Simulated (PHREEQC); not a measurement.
A solution holds 5.8 mmol/kgw CdCl2, 0.19 mmol/kgw CaCl2, 0.42 mmol/kgw HCl and 0.91 mmol/kgw Na2SO4, at 25 °C. Closed to the air; pH follows from the charge balance.

Computed with PHREEQC (ion-association model, phreeqc.dat).

Task: The ionic strength comes out as 0.0158 mol/kgw. What activity coefficients do Cl-, CdCl+, Cd+2, HSO4-, Cd(SO4)2-2 get?

Result: Cl- 0.88, CdCl+ 0.88, Cd+2 0.61, HSO4- 0.88, Cd(SO4)2-2 0.61.

This is a speciation only: nothing precipitates in the calculation.
